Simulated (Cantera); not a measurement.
A Cantera script and its output.

```python
import numpy as np
import cantera as ct

gas = ct.Solution("gri30.yaml")
gas.TPX = 300, 100000, {'CH4': 0.75, 'O2': 1.43, 'N2': 3.71}
flame = ct.FreeFlame(gas, width=0.04)
flame.set_refine_criteria(ratio=3, slope=0.08, curve=0.16)
flame.transport_model = "mixture-averaged"
flame.solve(loglevel=0, auto=True)
z, T = flame.grid, flame.T
thick = (T[-1] - T[0]) / np.gradient(T, z).max()
show = ['CH4', 'O2', 'HCN', 'CO', 'CH2O', 'HCO']
print(f"laminar burning velocity  {flame.velocity[0] * 100:.3f} cm/s")
print(f"burnt temperature         {T[-1]:.1f} K")
print(f"thermal thickness         {thick * 1e3:.4f} mm")
print(f"grid points               {len(z)}")
z0 = z[flame.heat_release_rate.argmax()]
print(f"{'z/mm':>9s}{'T/K':>9s}{'u/(m/s)':>9s}" + "".join(f"{s:>11s}" for s in show))
rows = []
for k in (-3, -2, -1.5, -1, -0.5, -0.25, 0, 0.25, 0.5, 1, 2, 4, 8):
    zz = z0 + k * thick
    rows.append([k * thick, np.interp(zz, z, T), np.interp(zz, z, flame.velocity),
                 *(np.interp(zz, z, flame.X[gas.species_index(s)]) for s in show)])
    print(f"{rows[-1][0] * 1e3:9.3f}{rows[-1][1]:9.1f}{rows[-1][2]:9.3f}" + "".join(f"{x:11.3e}" for x in rows[-1][3:]))
```

Output:

```
laminar burning velocity  72.586 cm/s
burnt temperature         2489.9 K
thermal thickness         0.2787 mm
grid points               163
     z/mm      T/K  u/(m/s)        CH4         O2        HCN         CO       CH2O        HCO
   -0.836    300.0    0.726  1.273e-01  2.427e-01  1.319e-12  2.264e-07  2.543e-09  6.891e-20
   -0.557    300.5    0.728  1.270e-01  2.423e-01  7.150e-11  7.641e-06  1.399e-07  5.969e-16
   -0.418    303.9    0.738  1.265e-01  2.416e-01  8.622e-10  6.216e-05  1.569e-06  1.612e-13
   -0.279    353.8    0.866  1.225e-01  2.374e-01  2.976e-08  1.078e-03  4.337e-05  1.655e-10
   -0.139    906.6    2.272  8.701e-02  1.934e-01  1.030e-06  1.863e-02  9.133e-04  9.679e-07
   -0.070   1436.2    3.655  4.709e-02  1.384e-01  2.929e-06  4.332e-02  1.458e-03  2.845e-05
    0.000   1886.3    4.857  1.159e-02  7.788e-02  5.995e-06  6.778e-02  9.673e-04  1.013e-04
    0.070   2074.3    5.348  1.029e-03  4.233e-02  5.721e-06  7.009e-02  2.049e-04  4.271e-05
    0.139   2123.9    5.456  4.771e-05  2.910e-02  2.592e-06  6.109e-02  1.377e-05  3.617e-06
    0.279   2171.9    5.543  1.068e-07  2.242e-02  3.479e-07  5.009e-02  3.607e-08  1.076e-07
    0.557   2234.0    5.670  2.735e-11  1.936e-02  1.286e-08  4.456e-02  3.143e-10  7.104e-08
    1.115   2312.0    5.839  9.948e-16  1.653e-02  5.464e-11  4.170e-02  2.681e-10  4.688e-08
    2.230   2391.3    6.006  8.414e-16  1.350e-02  2.870e-11  3.852e-02  2.302e-10  2.868e-08
```

Detailed kinetics in Cantera: GRI-Mech 3.0 (53 species, 325 reactions). Burning velocities carry a grid error of a few per cent, more on coarse grids.
